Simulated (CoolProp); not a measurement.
The fluid at 553.24 K and 0.526 MPa (stagnation) flows isentropically through a choked orifice. The same conditions are run with several fluids, on thermodynamics alone (safety and materials aside).

Computed with CoolProp (reference Helmholtz-energy equation of state of each fluid (m-xylene: Zhou 2012; carbon dioxide: Span 1996; toluene: Lemmon 2006; p-xylene: Zhou 2012; isobutane: Bücker 2006)).

| fluid | throat to inlet pressure ratio | mass flux (kg/(m² s)) | throat temperature (K) |
|---|---|---|---|
| m-xylene | 0.607 | 1590 | 541.2 |
| carbon dioxide | 0.558 | 1060 | 496.9 |
| toluene | 0.603 | 1480 | 539.4 |
| p-xylene | 0.608 | 1590 | 541.3 |
| isobutane | 0.596 | 1160 | 538.0 |
